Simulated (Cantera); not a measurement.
Cantera run, input and output.

```python
import numpy as np
import cantera as ct

gas = ct.Solution("gri30.yaml")
gas.TPX = 1848, 9600, {'NO': 1, 'N2': 1.9}
reactor = ct.IdealGasConstPressureReactor(gas, energy="off", clone=False)
net = ct.ReactorNet([reactor])
net.rtol, net.atol = 1e-08, 1e-18
show = ['NO', 'N2', 'O2', 'N2O', 'NO2']
times = np.geomspace(0.0002, 100, 14)

steps = ct.SolutionArray(gas, extra=["t"])
rows = []
print(f"{'t/s':>10s}{'T/K':>9s}{'P/Pa':>11s}" + "".join(f"{s:>11s}" for s in show))
for t in times:
    while net.time < t:
        t_next = net.step()
        steps.append(gas.state, t=t_next)
    rows.append([np.interp(t, steps.t, y) for y in (steps.T, steps.P, *steps(*show).X.T)])
    print(f"{t:10.3e}{rows[-1][0]:9.1f}{rows[-1][1]:11.4g}" + "".join(f"{x:11.3e}" for x in rows[-1][2:]))
rate = np.gradient(steps.T, steps.t)
print("integrator steps:", len(steps.t))
if steps.T.max() > steps.T[0] + 200:
    print(f"time of steepest temperature rise: {steps.t[rate.argmax()]:.4e} s")
gas.TPX = 1848, 9600, {'NO': 1, 'N2': 1.9}
gas.equilibrate("TP")
print(f"equilibrium (TP): T = {gas.T:.1f} K  " + "  ".join(f"{s} {gas[s].X[0]:.3e}" for s in show))
```

Result:

```
       t/s      T/K       P/Pa         NO         N2         O2        N2O        NO2
 2.000e-04   1848.0       9600  3.448e-01  6.552e-01  1.805e-09  7.969e-07  2.733e-08
 5.488e-04   1848.0       9600  3.448e-01  6.552e-01  1.329e-08  2.157e-06  1.897e-07
 1.506e-03   1848.0       9600  3.448e-01  6.552e-01  9.986e-08  5.699e-06  1.177e-06
 4.132e-03   1848.0       9600  3.448e-01  6.552e-01  8.765e-07  1.413e-05  5.762e-06
 1.134e-02   1848.0       9600  3.447e-01  6.552e-01  1.021e-05  2.976e-05  1.886e-05
 3.111e-02   1848.0       9600  3.445e-01  6.553e-01  8.567e-05  4.482e-05  3.034e-05
 8.537e-02   1848.0       9600  3.440e-01  6.556e-01  3.532e-04  4.804e-05  3.240e-05
 2.343e-01   1848.0       9600  3.425e-01  6.563e-01  1.099e-03  4.752e-05  3.489e-05
 6.428e-01   1848.0       9600  3.383e-01  6.584e-01  3.162e-03  4.605e-05  4.088e-05
 1.764e+00   1848.0       9600  3.269e-01  6.641e-01  8.878e-03  4.233e-05  5.338e-05
 4.840e+00   1848.0       9600  2.959e-01  6.796e-01  2.434e-02  3.369e-05  7.285e-05
 1.328e+01   1848.0       9600  2.220e-01  7.165e-01  6.122e-02  1.816e-05  8.442e-05
 3.644e+01   1848.0       9600  1.030e-01  7.760e-01  1.207e-01  3.776e-06  5.486e-05
 1.000e+02   1848.0       9600  2.148e-02  8.167e-01  1.615e-01  2.297e-07  1.325e-05
integrator steps: 822
equilibrium (TP): T = 1848.0 K  NO 4.504e-03  N2 8.252e-01  O2 1.700e-01  N2O 8.155e-08  NO2 2.852e-06
```

Detailed kinetics in Cantera: GRI-Mech 3.0 (53 species, 325 reactions).
